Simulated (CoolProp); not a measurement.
Saturation properties of R13 (Tc = 29.9 °C, pc = 3.973 MPa, ω = 0.175).

Model: reference Helmholtz-energy equation of state, Platzer 1990, in CoolProp. This equation is an older, rougher fit; its heat capacities, sound speeds and derivatives of the liquid may be far off and weren't checked against measurements.

```json
[
 {"T (°C)": "-48.75", "p (MPa)": "0.4390", "vapour Z": "0.8866", "vapour viscosity (µPa s)": "10.9"},
 {"T (°C)": "-41.75", "p (MPa)": "0.5670", "vapour Z": "0.8651", "vapour viscosity (µPa s)": "11.3"},
 {"T (°C)": "-34.75", "p (MPa)": "0.7207", "vapour Z": "0.8411", "vapour viscosity (µPa s)": "11.7"},
 {"T (°C)": "-27.65", "p (MPa)": "0.9059", "vapour Z": "[?]", "vapour viscosity (µPa s)": "12.1"},
 {"T (°C)": "-20.65", "p (MPa)": "1.121", "vapour Z": "0.7845", "vapour viscosity (µPa s)": "12.6"},
 {"T (°C)": "-13.55", "p (MPa)": "1.374", "vapour Z": "0.7511", "vapour viscosity (µPa s)": "13.2"},
 {"T (°C)": "-6.55", "p (MPa)": "1.663", "vapour Z": "0.7143", "vapour viscosity (µPa s)": "13.9"},
 {"T (°C)": "0.55", "p (MPa)": "1.999", "vapour Z": "0.6721", "vapour viscosity (µPa s)": "14.7"},
 {"T (°C)": "7.55", "p (MPa)": "2.377", "vapour Z": "[?]", "vapour viscosity (µPa s)": "15.8"},
 {"T (°C)": "14.55", "p (MPa)": "2.807", "vapour Z": "[?]", "vapour viscosity (µPa s)": "17.3"}
]
```

Complete the blanks.


- -27.65, vapour Z: 0.8140
- 7.55, vapour Z: 0.6240
- 14.55, vapour Z: 0.5664

It boils at -81.4 °C under 1 atm.

Viscosity comes from a separate model (Huber 2003), an estimate that may be off by 10 % or more.
